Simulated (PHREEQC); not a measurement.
PHREEQC input (Pitzer model, pitzer.dat):

```
SOLUTION 1
  temp 25
  units mol/kgw
  pH 7 charge
  Cl 0.78
  Na 0.846
  B 0.132
SOLUTION 2
  temp 25
  units mol/kgw
  pH 7 charge
  S(6) 0.2
  Na 0.200144
  B 0.000288
END
SELECTED_OUTPUT 1
  -reset false
  -pH true
  -pe true
  -ionic_strength true
  -water true
  -totals B Cl Na S
  -molalities H+ Na+ Cl- SO4-2 B(OH)3 OH- HSO4- B(OH)4- B3O3(OH)4- B4O5(OH)4-2
  -equilibrium_phases Halite Mirabilite Thenardite Borax Boric_acid,s NaBO2:4H2O NaB5O8:5H2O Teepleite
PRINT
  -reset false
MIX 1
  1 1
  2 0
EQUILIBRIUM_PHASES 1
  Halite 0 0
  Mirabilite 0 0
  Thenardite 0 0
  Borax 0 0
  Boric_acid,s 0 0
  NaBO2:4H2O 0 0
  NaB5O8:5H2O 0 0
  Teepleite 0 0
END
# ... the last block is repeated for the other 10 points of share of solution B
```

Selected output (columns that matter, 11 of 11 rows; share of solution B added in front):

```
share of solution B	pH	mu	B	Cl	Na	S	m_H+	m_Na+	m_Cl-	m_SO4-2	m_B(OH)3	m_OH-	m_HSO4-	m_B(OH)4-
0	8.9351	0.85147	0.132	0.78	0.846	0	1.3219e-09	0.846	0.78	0	0.042327	1.4911e-05	0	0.048676
0.1	8.5338	0.80423	0.1188	0.70183	0.78122	0.019995	3.4479e-09	0.78122	0.70183	0.019995	0.059671	5.8997e-06	7.4835e-10	0.026521
0.2	7.8691	0.75708	0.10562	0.62381	0.71661	0.039988	1.6522e-08	0.71661	0.62381	0.039988	0.083842	1.2721e-06	7.3746e-09	0.007856
0.3	2.1733	0.7153	0.092464	0.54587	0.65208	0.059985	0.0084917	0.65208	0.54587	0.054723	0.092464	2.554e-12	0.0052617	1.6997e-08
0.4	1.7448	0.67406	0.079298	0.4679	0.58753	0.079983	0.02344	0.58753	0.4679	0.06309	0.079298	9.4751e-13	0.016894	5.2715e-09
0.5	1.559	0.62989	0.066132	0.38993	0.52298	0.099982	0.036923	0.52298	0.38993	0.069989	0.066132	6.1363e-13	0.029993	2.7745e-09
0.6	1.4448	0.58338	0.052965	0.31196	0.45842	0.11998	0.049236	0.45842	0.31196	0.075719	0.052965	4.6783e-13	0.044264	1.6504e-09
0.7	1.3651	0.53482	0.039797	0.23398	0.39386	0.13999	0.060529	0.39386	0.23398	0.080428	0.039797	3.8558e-13	0.059557	9.9522e-10
0.8	1.3058	0.48433	0.026629	0.15599	0.32929	0.15999	0.070864	0.32929	0.15599	0.084178	0.026629	3.325e-13	0.075811	5.5889e-10
0.9	1.2601	0.43192	0.013459	0.077997	0.26472	0.17999	0.080237	0.26472	0.077997	0.086967	0.013459	2.9523e-13	0.093027	2.4398e-10
1	1.2243	0.37746	0.000288	0	0.20014	0.2	0.088587	0.20014	0	0.088731	0.000288	2.6747e-13	0.11127	4.5979e-12
```
